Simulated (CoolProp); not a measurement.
Methanol at several states: Z from the reference equation and from simpler models built on Tc = 240.2 °C, pc = 8216 kPa, ω = 0.565; each cubic takes its own stable root.

The numbers come from the reference Helmholtz-energy equation of state, de Reuck 1993 in CoolProp.

```csv
T (°C),p (kPa),phase,reference,van der Waals,Redlich-Kwong,Soave-Redlich-Kwong
-2.35,43100,liquid,(withheld),1.453,1.007,0.9679
259.05,1680,gas,0.9401,(withheld),(withheld),(withheld)
22.85,209,liquid,(withheld),(withheld),0.004774,0.004478
39.25,30900,liquid,0.4759,(withheld),(withheld),0.6274
```

Question: Complete the blanks.

Answer: 
- -2.35, reference: 0.7277
- 259.05, van der Waals: 0.9416
- 259.05, Redlich-Kwong: 0.9347
- 259.05, Soave-Redlich-Kwong: 0.9374
- 22.85, reference: 0.003451
- 22.85, van der Waals: 0.9725
- 39.25, van der Waals: 0.9451
- 39.25, Redlich-Kwong: 0.6595

At some of these states van der Waals gives the other phase, because its saturation line lies elsewhere.
